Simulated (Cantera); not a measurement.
Feed: 1 mol SiCl4, 0.28 mol NO, 8 mol H2, at 1725 K and 0.410 bar.

Equilibrium computed with Cantera from the NASA thermochemical tables; the gas is ideal and each condensed phase is pure. Candidate condensed phases: H2O, NH4Cl, Si, SiO2, Si2N2O, Si3N4; 47 gas species. The tables' values for SiCl3 are old estimates; treat these amounts as uncertain. Equilibrium is a limit: real reactors are often held back by kinetics, nucleation or transport.

Base state: H2 0.658, HCl 0.268, SiCl2 0.0479, SiO 0.0146, SiCl3 0.00721, SiCl4 0.00203, SiHCl3 0.00103, N2 0.000746 (mole fractions); condensed: Si2N2O(s).

Problem. What changes in the equilibrium state with this change: SiCl4 replaced by TEOS?

Solution. 
```
species             before     after
----------------  --------  --------
H2                   0.658     0.802
CO                       0     0.190
N2                0.000746   0.00609
HCl                  0.268         0
SiCl2               0.0479         0
SiO                 0.0146  0.000843
SiCl3              0.00721         0
SiCl4              0.00203         0
SiHCl3             0.00103         0
HCN                      0  0.000293
Si2N2O(s), mol       0.132         0
C(graphite), mol         0      2.74
SiC(s), mol              0     0.981
```
The feed counts by its element totals alone. Further candidate phases: C, C6H6, C7H8, C8H18, SiC.

Problem. What changes in the equilibrium state with this change: H2 from 8 to 12 mol?

Solution. 
| species | before | after |
|---|---|---|
| H2 | 0.658 | 0.753 |
| HCl | 0.268 | 0.194 |
| SiCl2 | 0.0479 | 0.0366 |
| SiO | 0.0146 | 0.0105 |
| SiCl4 | 0.00203 | 0.000714 |
| H2O | 4.92e-5 | 2.44e-5 |
| SiCl3 | 0.00721 | 0.00374 |
| SiHCl3 | 0.00103 | 0.000573 |
| Cl | 7.41e-5 | 5.03e-5 |
| Si2N2O(s), mol | 0.132 | 0.131 |
The tables' values for SiCl3, SiCl are old estimates; treat these amounts as uncertain.

Problem. What changes in the equilibrium state with this change: temperature from 1725 K to 1148 K?

Solution. 
```csv
species,before,after
H2,0.658,0.773
HCl,0.268,0.157
SiCl4,0.00203,0.0621
SiO,0.0146,1.36e-8
SiCl2,0.0479,0.000174
N2,0.000746,1.05e-8
Cl,7.41e-5,1.76e-8
H,0.000235,9.84e-8
"Si2N2O(s), mol",0.132,0.140
"SiO2(β-quartz), mol",0,0.0700
```
Mutual solubility and eutectic melting of coexisting phases are not modelled. The tables hold silica as quartz up to 1696 K and as liquid above; real silica turns to tridymite and cristobalite and melts near 1996 K.
